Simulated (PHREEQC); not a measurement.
Solution A (0.0016 mol/kgw NaH2PO4 and 0.24 mol/kgw K2HPO4) is mixed with solution B (0.032 mol H2SO4, 0.058 mol ZnSO4 and 0.0002 mol NiSO4 per kg of water) at 20 °C; shares are by mass of water, 1 kg in all. Oxygen alone is held at its pressure in air (log pO2 = -0.68). The system is closed to CO2. Only these solids could form: Zn(OH)2-a, Zn4(OH)6SO4, Zn3(PO4)2:4w, Ni(OH)2, Ni3(PO4)2, Ni4(OH)6SO4, Mirabilite, Goslarite, Morenosite.

The series has 21 steps of share of solution B, from 0 to 1.

The numbers come from PHREEQC with the ion-association model, wateq4f.dat.

### Question
Which solids form, in which order, and at which step of the series does each first stand?

### Answer
Ni3(PO4)2 from share of solution B = 0.05 (pH 8.14), last present at share of solution B = 0.55; Zn3(PO4)2:4w from share of solution B = 0.05 (pH 8.14), last present at share of solution B = 0.75.

H3PO4, which wateq4f.dat lacks, is added to it with the constant of phreeqc.dat. The database has no phosphate complexes of Zn, Ni.
